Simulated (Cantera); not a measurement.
A Cantera script and what it prints.

```python
import numpy as np
import cantera as ct

gas_names = """
    B BO BO2 B2 B2O B2O2 B2O3 O O2 O3
""".split()
cond_names = """
    B(b) B(L) B2O3(L)
""".split()


# ... load() reads the species with a 1 bar reference pressure and builds the phases ...
atoms = {
    'B': {'B': 1},
    'O2': {'O': 2},
}
top_T = {}  # K; cautious upper limits of use, not melting points


# ... equilibrate(T, P, feed) seeds the gas with the atoms and calls Mixture.equilibrate('TP', solver="vcs", rtol=1e-11, max_steps=5000) ...
results = []
feed = {'B': 1, 'O2': 7.2}  # mol
P = 22000  # Pa
for T in [1373, 1523, 1673, 1823, 1973, 2123, 2273, 2423]:
    mix = equilibrate(T, P, feed)
    results.append((T, P, feed, dict(zip(mix.species_names, mix.species_moles))))

top = {s: max(r[3][s] / sum(r[3][g] for g in gas_names) for r in results) for s in gas_names}
cols = sorted((s for s in top if top[s] > 1e-05), key=lambda s: -top[s])[:6]
seen = [c for c in cond_names if any(r[3].get(c, 0) > 1e-12 for r in results)]
print("log10 of partial pressures in bar; condensed amounts in mol")
print(f"{'T/K':>10s}" + "".join(f"{s[:9]:>10s}" for s in cols + seen))
for T, P, feed, n in results:
    ng = sum(n[g] for g in gas_names)
    print(f"{T:10.4g}" + "".join(f"{np.log10(max(n[s] / ng * P / 1e5, 1e-99)):10.3f}" for s in cols)
          + "".join(f"{n.get(c, 0):10.4g}" for c in seen))
```

Result:

```
log10 of partial pressures in bar; condensed amounts in mol
       T/K        O2      B2O3       BO2         O        BO   B2O3(L)
      1373    -0.658    -5.902    -6.182    -6.539   -12.865       0.5
      1523    -0.658    -4.463    -4.953    -5.587   -10.596    0.4988
      1673    -0.659    -3.294    -3.952    -4.805    -8.743    0.4834
      1823    -0.669    -2.328    -3.122    -4.156    -7.200    0.3475
      1973    -0.693    -1.839    -2.588    -3.612    -6.055         0
      2123    -0.696    -1.870    -2.351    -3.136    -5.303         0
      2273    -0.701    -1.916    -2.155    -2.724    -4.661         0
      2423    -0.710    -1.982    -1.997    -2.364    -4.111         0
```

Equilibrium computed with Cantera from the NASA thermochemical tables; the gas is ideal and each condensed phase is pure.
